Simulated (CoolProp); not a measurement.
Vapour pressure (MPa) of sulfur hexafluoride: the reference equation beside estimates from Tc = 318.7 K, pc = 3.755 MPa, ω = 0.210.

Values from CoolProp's reference Helmholtz-energy equation of state, Guder 2009.

```tsv
T (K)	reference	Redlich-Kwong	Soave-Redlich-Kwong	Peng-Robinson
247.7	0.5759	0.7488	0.5876	(withheld)
251.7	0.6577	0.8417	0.6712	0.6633
255.7	0.7479	0.9422	0.7632	0.7540
259.7	0.8469	1.051	0.8644	0.8536
263.7	0.9552	1.167	0.9750	0.9628
267.7	1.074	1.293	1.096	1.082
271.7	(withheld)	(withheld)	1.227	1.212
275.7	1.342	1.570	(withheld)	1.353
279.7	1.494	(withheld)	1.524	1.506
283.7	(withheld)	1.885	1.690	(withheld)
287.7	1.834	2.057	1.869	1.850
291.7	2.025	2.239	2.061	2.042
295.6	(withheld)	2.427	2.262	2.243
```

**Question.** Fill in the missing entries.

**Answer.** 
- 247.7, Peng-Robinson: 0.5811
- 271.7, reference: 1.202
- 271.7, Redlich-Kwong: 1.427
- 275.7, Soave-Redlich-Kwong: 1.369
- 279.7, Redlich-Kwong: 1.723
- 283.7, reference: 1.658
- 283.7, Peng-Robinson: 1.671
- 295.6, reference: 2.225

Absolute difference from the reference over all 13 rows, mean and median: Redlich-Kwong 19.0 and 18.7 %, Soave-Redlich-Kwong 2.0 and 2.0 %, Peng-Robinson 0.8 and 0.8 %.
